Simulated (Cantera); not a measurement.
An isothermal plug-flow reactor at 625 K and 1.78 atm (inlet), inlet velocity 0.75 m/s, active area per volume 1700 1/m; feed H2 : O2 : N2 = 0.012 : 0.069 : 0.79 (molar parts).

Model: Deutschmann's 1995 Pt surface mechanism with GRI-Mech 3.0 gas chemistry, integrated in Cantera. Catalytic surfaces can have several steady states; this one follows from the mechanism file's or the stated starting coverage. Mass transfer to the wall is taken as infinitely fast.

**Question.** Predict: x(H2) at z = 0.0068 m; x(O2) at z = 0.0068 m; x(H2O) at z = 0.0068 m; θ(free Pt) at the exit; θ(O*) at the exit; θ(OH*) at the exit.

**Answer.** 
```
Property                  Value
----------------------  -------
x(H2) at z = 0.0068 m   8.24e-5
x(O2) at z = 0.0068 m    0.0729
x(H2O) at z = 0.0068 m   0.0138
θ(free Pt) at the exit  0.00258
θ(O*) at the exit         0.995
θ(OH*) at the exit      0.00276
```
